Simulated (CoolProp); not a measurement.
A closed Brayton cycle with carbon dioxide: compressor inlet 332.15 K and 9.1 MPa, high pressure 21.1 MPa, turbine inlet 995 K, compressor efficiency 0.8, turbine efficiency 0.93, recuperator effectiveness 0.8 (on enthalpy, no pinch check). Each further row changes one setting.

The numbers come from the reference Helmholtz-energy equation of state, Span 1996 in CoolProp.

| case | thermal efficiency (%) | net work (kJ/kg) | compressor to turbine work | compressor exit (K) | turbine exit (K) |
|---|---|---|---|---|---|
| as stated | 29.8 | 95.7 | 0.32 | 403.9 | 877.0 |
| turbine inlet 945 K | 29.2 | ? | 0.34 | 403.9 | ? |
| compressor inlet 342.15 K | 29.2 | ? | ? | ? | 877.0 |
| high pressure 17.9 MPa | ? | 79.5 | ? | 389.5 | 899.4 |
| recuperator effectiveness 0.5 | ? | 95.7 | 0.32 | 403.9 | 877.0 |

### Question
Fill in the missing entries.

### Answer

- turbine inlet 945 K, net work (kJ/kg): 88.1
- turbine inlet 945 K, turbine exit (K): 831.0
- compressor inlet 342.15 K, net work (kJ/kg): 90.1
- compressor inlet 342.15 K, compressor to turbine work: 0.36
- compressor inlet 342.15 K, compressor exit (K): 419.4
- high pressure 17.9 MPa, thermal efficiency (%): 26.9
- high pressure 17.9 MPa, compressor to turbine work: 0.31
- recuperator effectiveness 0.5, thermal efficiency (%): 19.6
